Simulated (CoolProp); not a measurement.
A single-stage vapour-compression cycle with the fluid: evaporating at 292.15 K (dew point), condensing at 334.15 K (bubble point), superheat 10 K, subcooling 5 K, compressor efficiency 0.75, no pressure losses. The same conditions are run with several fluids, on thermodynamics alone (safety and materials aside).

Values from CoolProp's reference Helmholtz-energy equation of state of each fluid (R114: Platzer 1990; propylene: Lemmon 2013; R245fa: Akasaka 2015; c-C4F8 (RC318): Platzer 1990; sulfur dioxide: Gao 2016; dimethyl ether: Wu 2011). The equations of Platzer and Polt are older, rougher fits.

```csv
fluid,cooling COP,pressure ratio,discharge temperature (K),refrigerating effect (kJ/kg),volumetric capacity (kJ/m³)
R114,4.40,3.38,340.5,99.9,1260
propylene,4.00,2.60,358.6,261,5110
R245fa,4.51,4.02,345.9,154,1010
c-C4F8 (RC318),4.01,3.35,334.2,72.5,1610
sulfur dioxide,4.47,3.54,415.4,317,2720
dimethyl ether,4.43,3.00,361.9,332,3320
```

The compression ends wet for: c-C4F8 (RC318).
